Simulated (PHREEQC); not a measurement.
A solution holds 2 mmol/kgw Cu(NO3)2, 0.14 mmol/kgw HCl and 80 mmol/kgw Na2SO4, at 25 °C. Closed to the air; pH follows from the charge balance.

All values are PHREEQC results (ion-association model, phreeqc.dat), not measurements.

This is a speciation only: nothing precipitates in the calculation.

Question: What pH, density, ionic strength does the model give?

Answer: pH 4.42; density 1.007 g/cm³; ionic strength 0.214 mol/kgw.

Question: In which forms is Na present?

Answer: Na+ 91 %, NaSO4- 8.5 % of the Na.
